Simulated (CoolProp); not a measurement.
Vapour-liquid equilibrium of R125 (1) + fluoroethane (R161) (2) at -91.85 °C; x and y are mole fractions of (1).

Values from CoolProp's multi-fluid Helmholtz-energy mixture model, Lemmon 2005 and Wu 2012; pair parameters Bell 2016.

**Question.** Give the bubble pressure and the first vapour's composition at x = 0.65, 0.875, 0.95. Is there an azeotrope?

**Answer.** x = 0.65: 0.05543 bar, y = 0.787; x = 0.875: 0.06070 bar, y = 0.916; x = 0.95: 0.06199 bar, y = 0.963. No azeotrope shows between x = 0.05 and 0.95.

The pair parameters rest on a limited set of measurements; away from them the model extrapolates. The gap from Raoult's law changes sign with composition, which may be real or a fault of the pair parameters; it wasn't checked against measurements.
